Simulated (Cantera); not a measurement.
**Thermodynamics of carbothermic reduction, feed Ta2O5 + CH4 + H2**

Charge: 1 mol Ta2O5, 3.4 mol CH4, 0.79 mol H2, equilibrated at 2223.15 K and 1000 Pa.

Cantera equilibrium calculation (NASA polynomials, part measured and part estimated; ideal gas, pure solids and liquids). Candidate condensed phases: C, C6H6, C7H8, C8H18, H2O, Ta, TaC, Ta2O5; 113 gas species. Mutual solubility and eutectic melting of coexisting phases are not modelled. Condensed phases not in the tables: Ta2C, N, O or C dissolved in the metal. The numbers say what is thermodynamically allowed, not how fast it happens.

The x(H2) is 0.642 and the x(CO) is 0.300. The x(H) comes out as 0.0514 and the x(TaO2) comes out as 0.00274. The x(H2O) is 0.00252 and the x(TaO) comes out as 0.000577. The x(CO2) is 0.000220 and the x(OH) is 2.92e-5. The x(O) is 1.62e-6, the n(Ta(s)) is 1.36 mol and the n(Ta2O5(l)) comes out as 0.300 mol. The gas amount comes out as 11.32 mol and the log10 activity of TaC(s) (absent) is -1.10. The log10 activity of C(graphite) (absent) is -4.39.
